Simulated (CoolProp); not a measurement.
Methane at 293.15 K and 0.133 MPa is throttled through a valve to 0.0154 MPa with no heat exchange. Each further row changes one setting.

Values from CoolProp's reference Helmholtz-energy equation of state, Setzmann 1991.

```json
[
 {"case": "as stated", "temperature change (K)": "-0.5", "final density (kg/m³)": "0.102"},
 {"case": "outlet pressure 0.00462 MPa", "temperature change (K)": "___", "final density (kg/m³)": "___"},
 {"case": "outlet pressure 0.02 MPa", "temperature change (K)": "-0.5", "final density (kg/m³)": "___"}
]
```

### Question
Some entries are withheld; supply them.

### Answer

- outlet pressure 0.00462 MPa, temperature change (K): -0.6
- outlet pressure 0.00462 MPa, final density (kg/m³): 0.0305
- outlet pressure 0.02 MPa, final density (kg/m³): 0.132
